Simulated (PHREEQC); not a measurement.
**Reverse-osmosis permeate: speciation**

A made-up water analysis in mg/kgw, 77 °C, pH 6.46, pe 10.5: Na 1.55; K 0.00061; Ca 3.99; Mg 0.0866; Cl 5.35; S(6) as SO4 3.17; Alkalinity as HCO3 2.82; Br 0.00621.

Valence states are taken as typed.

Equilibrium calculation in PHREEQC: ion-association model, phreeqc.dat.

No solid was allowed to form.

**Question.** Predict the charge-balance error.

**Answer.** charge-balance error 2.0 %.

**Question.** In which forms is Mg present?

**Answer.** Mg+2 98 %, MgSO4 1.9 % of the Mg.

Away from 25 °C the constants follow the database's enthalpies or fits; those with neither stay at their 25 °C values.
